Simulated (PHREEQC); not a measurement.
A solution holds 0.004 mol/kgw H2SO4, 0.068 mol/kgw NaCl and 0.0019 mol/kgw CuCl2, at 64 °C. Closed to the air; pH follows from the charge balance.

The numbers come from PHREEQC with the ion-association model, wateq4f.dat.

Question: The ionic strength comes out as 0.0807 mol/kgw. What activity coefficients do H+, Cu+2, HSO4-, Na+, CuCl+ get?

Answer: H+ 0.82, Cu+2 0.40, HSO4- 0.78, Na+ 0.78, CuCl+ 0.77.

Precipitation was switched off in this run. Complexes and solids missing from the database can't appear. Constants without temperature data keep their 25 °C values here.
